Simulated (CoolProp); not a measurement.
A single-stage vapour-compression cycle with cyclopentane: evaporating at 323.15 K (dew point), condensing at 356.15 K (bubble point), superheat 10 K, subcooling 2 K, compressor efficiency 0.8, no pressure losses. Each further row changes one setting.

Computed with CoolProp (reference Helmholtz-energy equation of state, Gedanitz 2015).

```
case                              cooling COP  pressure ratio  discharge temperature (K)  refrigerating effect (kJ/kg)  volumetric capacity (kJ/m³)
--------------------------------  -----------  --------------  -------------------------  ----------------------------  ---------------------------
as stated                                7.16            2.63                      369.1                           340                          923
evaporating temperature 328.15 K         8.70               …                          …                           346                            …
condensing temperature 351.15 K          8.59            2.30                          …                           350                          951
subcooling 7 K                           7.38            2.63                      369.1                           350                          951
superheat 20 K                              …            2.63                      378.8                           354                            …
compressor efficiency 0.7                   …            2.63                      373.3                           340                          923
```

Some entries are withheld; supply them.


- evaporating temperature 328.15 K, pressure ratio: 2.24
- evaporating temperature 328.15 K, discharge temperature (K): 368.2
- evaporating temperature 328.15 K, volumetric capacity (kJ/m³): 1090
- condensing temperature 351.15 K, discharge temperature (K): 364.1
- superheat 20 K, cooling COP: 7.22
- superheat 20 K, volumetric capacity (kJ/m³): 930
- compressor efficiency 0.7, cooling COP: 6.26
